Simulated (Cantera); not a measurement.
What does this Cantera script print?

```python
import numpy as np
import cantera as ct

gas = ct.Solution("gri30.yaml")
gas.TPX = 398, 34000, {'CH3OH': 1, 'O2': 2.59, 'N2': 9.72}
inlet = ct.Reservoir(gas, clone=True)
gas.equilibrate("HP")  # start burning
reactor = ct.IdealGasConstPressureReactor(gas, energy="on", clone=False)
exhaust = ct.Reservoir(gas, clone=True)
tau = [0.45, 0.12, 0.035, 0.0097, 0.0027, 0.00076, 0.00021, 5.9e-05, 1.6e-05, 4.6e-06][0]
for a, b in ((inlet, reactor), (reactor, exhaust)):
    ct.MassFlowController(a, b, mdot=lambda t: reactor.mass / tau)
net = ct.ReactorNet([reactor])
show = ['CH3OH', 'O2', 'NO2', 'HCO', 'CH2', 'CH4']

rows = []
print(f"{'tau/s':>10s}{'T/K':>9s}" + "".join(f"{s:>11s}" for s in show))
for tau in [0.45, 0.12, 0.035, 0.0097, 0.0027, 0.00076, 0.00021, 5.9e-05, 1.6e-05, 4.6e-06]:
    net.initial_time = 0.0
    net.advance(30 * tau)
    before = gas.X
    net.advance(40 * tau)
    drift = np.max(np.abs(gas.X - before) / (gas.X + 1e-9))
    rows.append([gas.T, *gas[show].X, drift])
    print(f"{tau:10.3e}{gas.T:9.1f}" + "".join(f"{x:11.3e}" for x in gas[show].X))
```

It prints:

```
     tau/s      T/K      CH3OH         O2        NO2        HCO        CH2        CH4
 4.500e-01   1750.3  2.062e-06  7.869e-02  1.724e-08  2.521e-08  4.379e-10  3.765e-09
 1.200e-01   1740.0  4.822e-06  7.874e-02  9.274e-09  9.345e-08  1.563e-09  7.386e-09
 3.500e-02   1721.8  1.052e-05  7.898e-02  4.606e-09  3.140e-07  6.866e-09  1.938e-08
 9.700e-03   1688.5  2.470e-05  7.973e-02  2.282e-09  1.096e-06  3.502e-08  6.949e-08
 2.700e-03   1635.8  6.751e-05  8.177e-02  1.327e-09  3.798e-06  1.594e-07  3.251e-07
 7.600e-04    398.0  7.513e-02  1.946e-01  1.870e-20 -5.699e-35 -5.900e-33  1.681e-19
 2.100e-04    398.0  7.513e-02  1.946e-01 -2.231e-24 -2.047e-41  1.206e-35 -2.005e-23
 5.900e-05    398.0  7.513e-02  1.946e-01 -1.409e-25 -9.895e-43 -1.487e-36 -1.267e-24
 1.600e-05    398.0  7.513e-02  1.946e-01 -8.903e-27 -6.250e-44 -7.181e-37 -8.000e-26
 4.600e-06    398.0  7.513e-02  1.946e-01 -5.624e-28 -3.948e-45  1.875e-37 -5.053e-27
```

Model: GRI-Mech 3.0 (53 species, 325 reactions), integrated in Cantera. GRI-Mech 3.0 was tuned for natural gas; its chemistry of methanol as a main component is partial and can be far from experiment.
